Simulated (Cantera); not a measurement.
**Reactions in the system C-Cl-H-Ti**

Source: NASA polynomial tables (part measured, part estimated), evaluated in Cantera. Values are per mole of reaction as written; species without (g) are pure solids or liquids, kept so even where they would boil at 1 bar. TiC: taken at fixed stoichiometry.

5 Ti + 3 CH2Cl2(g) → 3 TiC + 6 H(g) + 2 TiCl3(g)

```
T (K)  ΔH° (kJ)  ΔS° (J/K)  ΔG° (kJ)  log10 K
-----  --------  ---------  --------  -------
300       -36.6      430.3    -165.7    28.86
398       -27.5      456.8    -209.3    27.47
423       -25.2      462.4    -220.8    27.26
448       -22.9      467.6    -232.4    27.10
473       -20.7      472.5    -244.1    26.96
498       -18.5      477.0    -256.0    26.85
523       -16.4      481.1    -268.0    26.77
548       -14.3      485.0    -280.1    26.70
```

2 TiC + 4 CH2Cl2(g) → 3 C + C3H8(g) + 2 TiCl4

```tsv
T (K)	ΔH° (kJ)	ΔS° (J/K)	ΔG° (kJ)	log10 K
300	-963.0	-337.1	-861.9	150.07
398	-952.3	-306.1	-830.5	109.00
423	-949.8	-300.0	-822.9	101.62
448	-947.4	-294.4	-815.5	95.08
473	-945.0	-289.1	-808.2	89.25
498	-942.6	-284.3	-801.0	84.02
523	-940.3	-279.7	-794.0	79.30
548	-938.0	-275.4	-787.0	75.02
```
